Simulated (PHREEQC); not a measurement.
0.15 g of hydrous ferric oxide (600 m²/g; 0.2 weak and 0.005 strong sites per Fe, Dzombak-Morel constants, diffuse double layer) in 1 kg of water with 0.001 mol/kgw of an inert sodium salt and 0.04 mmol/kgw MgCl2 and 0.058 mmol/kgw CuSO4, at 25 °C; the pH is set by adding NaOH or the inert anion's acid. Oxygen alone is held at its pressure in air (log pO2 = -0.68). The system is closed to CO2. Nothing may precipitate in this run.

The series has 17 steps of pH, from 3 to 9.

Model: ion-association model, wateq4f.dat, run in PHREEQC.

### Question
Near which pH is half of the Mg sorbed, and on which side is more sorbed?

### Answer
Near pH 8.5, with more sorbed at higher pH.

### Question
Near which pH is half of the S sorbed, and on which side is more sorbed?

### Answer
Near pH 6.6, with more sorbed at lower pH.

### Question
Near which pH is half of the Cu sorbed, and on which side is more sorbed?

### Answer
Near pH 5.3, with more sorbed at higher pH.

Complexes and solids missing from the database can't appear. The database's constant for dissolved Cu(OH)2 is higher than later reviews accept. The oxide is taken as insoluble; below pH 4 it would dissolve.
